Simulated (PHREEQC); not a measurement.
A solution holds 0.66 mol Na2SO4 and 0.12 mol MgCl2 per kg of water, at 25 °C. Closed to the air; pH follows from the charge balance.

All values are PHREEQC results (Pitzer model, pitzer.dat), not measurements.

This is a speciation only: nothing precipitates in the calculation.

Problem. Predict the activity of water, density.

Solution. activity of water 0.970; density 1.083 g/cm³.
